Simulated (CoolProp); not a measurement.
Octamethyltrisiloxane (MDM) at 410.71 K and 0.507 MPa is throttled through a valve to 0.038 MPa with no heat exchange. Each further row changes one setting.

The numbers come from the reference Helmholtz-energy equation of state, Thol 2017 in CoolProp.

```
case                        temperature change (K)                       final phase  final density (kg/m³)
--------------------------  ----------------------  --------------------------------  ---------------------
as stated                                        …                                 …                   12.2
outlet pressure 0.0114 MPa                   -52.1                                 …                      …
outlet pressure 0.0494 MPa                   -10.5  two-phase, vapour fraction 0.133                   26.8
```

What belongs in the gaps?


- as stated, temperature change (K): -18.8
- as stated, final phase: two-phase, vapour fraction 0.231
- outlet pressure 0.0114 MPa, final phase: two-phase, vapour fraction 0.578
- outlet pressure 0.0114 MPa, final density (kg/m³): 1.59
